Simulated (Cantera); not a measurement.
An isothermal, constant-pressure homogeneous reactor starts with H2 : O2 : N2 = 0.08 : 1 : 1.6 (molar parts), equivalence ratio 0.040, at 1275 K and 0.0267 bar.

Detailed kinetics in Cantera: the H2/O2 subset of GRI-Mech 3.0, which has no nitrogen chemistry. Radical loss at walls, strong at low pressure, is not modelled.

One state of this run: x H2 = 1.72e-8; x O2 = 0.364; x HO2 = 9.85e-9; x H = 6.02e-10; x H2O = 0.0303. x: mole fraction; the columns are a selection and need not sum to one.

Task: Which value of t (s) does it belong to?
A) 76.1
B) 0.00184
C) 11.0
D) 0.231

Result: A, 76.1
